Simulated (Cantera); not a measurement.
Input: 1 mol Fe(CO)5, 0.11 mol H2, equilibrated at 0.00110 bar.

Method: chemical equilibrium by Gibbs-energy minimisation in Cantera with the NASA 1993 tables (ideal gas, pure condensed phases). Candidate condensed phases: C, C6H6, C7H8, C8H18, Fe, Fe(CO)5, FeO, Fe(OH)2, Fe(OH)3, Fe2O3, Fe3O4, H2O; 114 gas species. Equilibrium is a limit: real reactors are often held back by kinetics, nucleation or transport.

Task: At 1175 °C, list the 4 most abundant gas species with their mole fractions, and the condensed phases.

Result: CO 0.978, H2 0.0215, Fe 4.33e-5, H 4.08e-5. Condensed: Fe(γ).
